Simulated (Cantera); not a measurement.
A perfectly stirred reactor is fed with NO : N₂ = 1 : 5.8 (molar parts), at 1.00 bar; it is held at 2073 K, and followed from long to short residence time.

Cantera simulation using GRI-Mech 3.0 (53 species, 325 reactions); the numbers are that mechanism's predictions, not measurements.

Problem. What does this change do: temperature 2073 to 1950 K?

Solution. 
```csv
quantity,before,after
x(NO) at τ = 0.380 s,0.103,0.131
x(NO₂) at τ = 0.380 s,5.28e-5,5.29e-5
x(O) at τ = 0.380 s,0.000180,4.58e-5
x(O₂) at τ = 0.380 s,0.0219,0.00780
x(N₂) at τ = 0.380 s,0.875,0.861
x(NO) at τ = 39.0 ms,0.142,0.145
x(NO₂) at τ = 39.0 ms,3.35e-5,3.22e-5
x(O) at τ = 39.0 ms,8.52e-5,2.58e-5
x(O₂) at τ = 39.0 ms,0.00244,0.000794
x(N₂) at τ = 39.0 ms,0.855,0.854
```

Problem. What does this change do: temperature 2073 to 1673 K?

Solution. 
| quantity | before | after |
|---|---|---|
| x(NO) at τ = 0.380 s | 0.103 | 0.146 |
| x(NO₂) at τ = 0.380 s | 5.28e-5 | 4.42e-5 |
| x(O) at τ = 0.380 s | 0.000180 | 1.47e-6 |
| x(O₂) at τ = 0.380 s | 0.0219 | 0.000541 |
| x(N₂) at τ = 0.380 s | 0.875 | 0.854 |
| x(NO) at τ = 39.0 ms | 0.142 | 0.147 |
| x(NO₂) at τ = 39.0 ms | 3.35e-5 | 3.12e-5 |
| x(O) at τ = 39.0 ms | 8.52e-5 | 1.06e-6 |
| x(O₂) at τ = 39.0 ms | 0.00244 | 3.88e-5 |
| x(N₂) at τ = 39.0 ms | 0.855 | 0.853 |
